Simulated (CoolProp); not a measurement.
A simple Rankine cycle with water: condensing at 322.15 K, boiler at 1.84 MPa, turbine inlet 521.5 K, turbine efficiency 0.8, pump efficiency 0.6, no recuperator. Each further row changes one setting.

Computed with CoolProp (reference Helmholtz-energy equation of state, Wagner 2002).

```json
[
 {"case": "as stated", "thermal efficiency (%)": "23.6", "net work (kJ/kg)": "638", "heat in (kJ/kg)": "2700", "turbine exit temperature (K)": "322.2", "volume ratio over the turbine": "89.6"},
 {"case": "turbine inlet 541.5 K", "thermal efficiency (%)": "23.8", "net work (kJ/kg)": "653", "heat in (kJ/kg)": "2750", "turbine exit temperature (K)": "322.2", "volume ratio over the turbine": "86.6"},
 {"case": "condensing temperature 314.15 K", "thermal efficiency (%)": "24.7", "net work (kJ/kg)": "676", "heat in (kJ/kg)": "2730", "turbine exit temperature (K)": "314.1", "volume ratio over the turbine": "131"},
 {"case": "boiler pressure 1.29 MPa", "thermal efficiency (%)": "22.3", "net work (kJ/kg)": "606", "heat in (kJ/kg)": "2720", "turbine exit temperature (K)": "322.2", "volume ratio over the turbine": "62.9"},
 {"case": "turbine efficiency 0.7", "thermal efficiency (%)": "20.7", "net work (kJ/kg)": "558", "heat in (kJ/kg)": "2700", "turbine exit temperature (K)": "322.2", "volume ratio over the turbine": "93.1"}
]
```

The expansion ends wet for: as stated; turbine inlet 541.5 K; condensing temperature 314.15 K; boiler pressure 1.29 MPa; turbine efficiency 0.7.
